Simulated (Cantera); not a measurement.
Feed: 1 mol Si3N4, 7.7 mol HCl, 16 mol N2, equilibrated at 1475 K and 5100 Pa.

Method: chemical equilibrium by Gibbs-energy minimisation in Cantera with the NASA 1993 tables (ideal gas, pure condensed phases). Candidate condensed phases: NH4Cl, Si, Si3N4; 28 gas species. The tables' values for SiCl3 are old estimates; treat these amounts as uncertain. Rates play no part.

Base state: N2 0.698, HCl 0.197, H2 0.0624, SiCl2 0.0170, SiCl4 0.0158, SiCl3 0.00889, SiHCl3 0.000474, Cl 3.67e-5 (mole fractions); condensed: Si3N4(s).

Task: What changes in the equilibrium state with this change: Si3N4 replaced by AlN?

Result: 
| species | before | after |
|---|---|---|
| N2 | 0.698 | 0.696 |
| HCl | 0.197 | 0.199 |
| H2 | 0.0624 | 0.0631 |
| AlCl3 | 0 | 0.0418 |
| SiCl2 | 0.0170 | 0 |
| SiCl4 | 0.0158 | 0 |
| SiCl3 | 0.00889 | 0 |
| SiHCl3 | 0.000474 | 0 |
| Si3N4(s), mol | 0.664 | 0 |
The tables' values for AlCl2 are old estimates; treat these amounts as uncertain. Further candidate phases: Al, AlCl3, AlN.
